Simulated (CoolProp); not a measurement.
Properties of R404A along the isobar 1980 kPa.

Values from CoolProp's reference Helmholtz-energy equation of state, Lemmon 2003. It is a pseudo-pure fit of the blend.

```tsv
T (°C)	phase	Z	cp (kJ/(kg K))	speed of sound (m/s)
-18.05	liquid	0.07454	1.311	(withheld)
-7.15	liquid	0.07376	1.345	547.9
3.85	liquid	0.07337	1.388	495.3
14.75	liquid	0.07345	1.444	(withheld)
25.75	liquid	0.07416	1.523	384.2
69.55	gas	0.7685	1.209	145.9
80.45	gas	0.7990	1.171	152.6
91.45	gas	0.8240	1.151	158.7
102.35	gas	0.8445	1.141	(withheld)
113.35	gas	0.8620	(withheld)	169.0
```

Some entries are withheld; supply them.


- -18.05, speed of sound (m/s): 599.0
- 14.75, speed of sound (m/s): 441.5
- 102.35, speed of sound (m/s): 164.0
- 113.35, cp (kJ/(kg K)): 1.137
